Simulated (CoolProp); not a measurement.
The fluid at 298.15 K and 0.188 MPa expands adiabatically to 0.023 MPa with isentropic efficiency 0.9. The same conditions are run with several fluids, on thermodynamics alone (safety and materials aside).

Computed with CoolProp (reference Helmholtz-energy equation of state of each fluid (chlorine: Thol 2021; R507A: Lemmon 2003; isobutane: Bücker 2006; R142b: Lemmon 2006)). Blends and air are pseudo-pure fits.

**Question.** Rank chlorine, R507A, isobutane, R142b by work (kJ/kg), highest first.

**Answer.** isobutane (71.1), chlorine (51.7), R507A (41.8), R142b (40.5)

```tsv
fluid	final temperature (K)	final phase	final density (kg/m³)
chlorine	210.1	two-phase, vapour fraction 0.958	0.983
R507A	243.7	gas	1.13
isobutane	248.6	gas	0.654
R142b	241.8	gas	1.16
```
